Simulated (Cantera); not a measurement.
# Reactions in the system H-O-V

Source: NASA polynomial tables (part measured, part estimated), evaluated in Cantera. Values are per mole of reaction as written; species without (g) are pure solids or liquids, kept so even where they would boil at 1 bar.

3 H₂O₂(g) + 4 V = 2 V₂O₃ + 6 H(g)

```tsv
T (K)	ΔH° (kJ)	ΔS° (J/K)	ΔG° (kJ)	log10 K	condensed phases
300	-720.5	66.0	-740.3	128.89	V(s), V₂O₃(s)
2175	-548.7	261.4	-1117.2	26.83	V(s), V₂O₃(s)
2375	-393.3	325.3	-1165.9	25.64	V(l), V₂O₃(l)
2575	-388.6	327.2	-1231.1	24.97	V(l), V₂O₃(l)
2775	-384.4	328.7	-1296.7	24.41	V(l), V₂O₃(l)
2975	-380.7	330.0	-1362.6	23.92	V(l), V₂O₃(l)
```

V + 2 H₂O(g) = 2 H₂(g) + VO₂(g)

| T (K) | ΔH° (kJ) | ΔS° (J/K) | ΔG° (kJ) | log10 K | condensed phases |
|---|---|---|---|---|---|
| 300 | 251.0 | 120.1 | 215.0 | -37.43 | V(s) |
| 2175 | 246.2 | 125.6 | -26.9 | 0.65 | V(s) |
| 2375 | 218.3 | 112.9 | -49.9 | 1.10 | V(l) |
| 2575 | 213.0 | 110.8 | -72.3 | 1.47 | V(l) |
| 2775 | 207.6 | 108.8 | -94.2 | 1.77 | V(l) |
| 2975 | 202.1 | 106.9 | -115.8 | 2.03 | V(l) |
